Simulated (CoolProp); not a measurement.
The numbers come from the reference Helmholtz-energy equation of state, Lemmon 2005 in CoolProp. It is a short technical equation, of lower accuracy than the large ones.

Q: For 1-butene, give the phase and the cv (kJ/(kg K)) at 251.85 °C and 5.46 bar; 251.85 °C and 21.8 bar.

A: 
- 251.85 °C and 5.46 bar: gas; cv 2.25
- 251.85 °C and 21.8 bar: gas; cv 2.27
